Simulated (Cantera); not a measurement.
## Cr2O3 + H2 + N2 (hydrogen reduction and annealing atmospheres)

Feed: 1 mol Cr2O3, 0.4 mol H2, 9.2 mol N2, equilibrated at 1580 Torr.

Method: chemical equilibrium by Gibbs-energy minimisation in Cantera with the NASA 1993 tables (ideal gas, pure condensed phases). Candidate condensed phases: Cr, CrN, Cr2N, Cr2O3, H2O; 29 gas species. Mutual solubility and eutectic melting of coexisting phases are not modelled. Kinetics and transport are ignored.

| T (K) | x N2 | x H2 | x H2O | x H | x Cr | n CrN(s) | n Cr2O3(s) | n Cr2N(s) |
|---|---|---|---|---|---|---|---|---|
| 1248 | 0.958 | 0.0416 | 3.56e-5 | 6.58e-8 | 4.34e-11 | 0.000228 | 1.000 | 0 |
| 1298 | 0.958 | 0.0416 | 4.29e-5 | 1.51e-7 | 2.78e-10 | 0.000275 | 1.000 | 0 |
| 1348 | 0.958 | 0.0416 | 5.10e-5 | 3.26e-7 | 1.54e-9 | 0.000326 | 1.000 | 0 |
| 1398 | 0.958 | 0.0416 | 5.98e-5 | 6.66e-7 | 7.57e-9 | 0.000383 | 1.000 | 0 |
| 1448 | 0.958 | 0.0416 | 7.47e-5 | 1.30e-6 | 2.97e-8 | 0 | 1.000 | 0.000239 |
| 1498 | 0.958 | 0.0416 | 9.46e-5 | 2.42e-6 | 1.01e-7 | 0 | 1.000 | 0.000302 |
| 1548 | 0.958 | 0.0415 | 0.000118 | 4.33e-6 | 3.19e-7 | 0 | 1.000 | 0.000376 |
| 1598 | 0.958 | 0.0415 | 0.000145 | 7.48e-6 | 9.32e-7 | 0 | 1.000 | 0.000460 |
| 1648 | 0.958 | 0.0415 | 0.000176 | 1.25e-5 | 2.54e-6 | 0 | 0.999 | 0.000552 |
| 1698 | 0.958 | 0.0414 | 0.000212 | 2.03e-5 | 6.53e-6 | 0 | 0.999 | 0.000646 |
| 1748 | 0.958 | 0.0414 | 0.000251 | 3.21e-5 | 1.58e-5 | 0 | 0.999 | 0.000728 |
| 1798 | 0.958 | 0.0413 | 0.000296 | 4.94e-5 | 3.65e-5 | 0 | 0.999 | 0.000771 |
x: gas mole fraction; n: condensed amount in mol.

From 1248 K to 1398 K the condensed part is CrN(s) + Cr2O3(s). From 1448 K to 1798 K the condensed part is Cr2N(s) + Cr2O3(s).
